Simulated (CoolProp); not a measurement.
The fluid at 441.43 K and 1.34 MPa flows at 7.2 m/s in a round tube of 4.6 mm bore and 0.25 µm roughness, fully developed (64/Re and Nu = 3.66 if laminar; Colebrook and Gnielinski if turbulent). The same conditions are run with several fluids, on thermodynamics alone (safety and materials aside).

The numbers come from the reference Helmholtz-energy equation of state of each fluid (benzene: Thol 2012; n-octane: Beckmüller 2019; water: Wagner 2002; ethylbenzene: Zhou 2012; toluene: Lemmon 2006) in CoolProp.

| fluid | Reynolds number | Darcy friction factor | pressure drop (Pa/m) | heat-transfer coefficient (W/(m² K)) | mass flow (kg/h) |
|---|---|---|---|---|---|
| benzene | 155000 | 0.0168 | 67000 | 13600 | 304 |
| n-octane | 127000 | 0.0174 | 56100 | 12000 | 246 |
| water | 184000 | 0.0163 | 82600 | 56300 | 388 |
| ethylbenzene | 130000 | 0.0174 | 71500 | 12900 | 314 |
| toluene | 140000 | 0.0171 | 69400 | 12900 | 309 |

Transport values come from each fluid's own correlations; those of ethylbenzene are estimates that may be off by 10 % or more.
